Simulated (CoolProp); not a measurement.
R407C along the isotherm 226.85 °C: density (kg/m³) from the reference equation and from simpler models built on Tc = 86.2 °C, pc = 4.632 MPa, ω = 0.363; each cubic takes its own stable root.

Values from CoolProp's reference Helmholtz-energy equation of state, Lemmon 2003. It is a pseudo-pure fit of the blend.

```
p (MPa)  phase  reference  Redlich-Kwong  Soave-Redlich-Kwong
-------  -----  ---------  -------------  -------------------
0.178      gas      3.706          3.709                3.703
0.356      gas      7.442          7.454                7.430
0.534      gas      11.21          11.23                11.18
0.713      gas      15.03          15.07                14.98
0.891      gas      18.85          18.93                18.78
1.07       gas      22.73          22.85                22.62
1.25       gas      26.67          26.82                    …
1.43       gas      30.64          30.84                30.43
1.6        gas      34.41          34.67                34.15
1.78       gas      38.45          38.77                38.11
1.96       gas          …          42.91                42.10
2.14       gas      46.61          47.08                46.11
2.32       gas      50.74              …                50.14
```

Question: Complete the blanks.

Answer: 
- 1.25, Soave-Redlich-Kwong: 26.51
- 1.96, reference: 42.51
- 2.32, Redlich-Kwong: 51.31
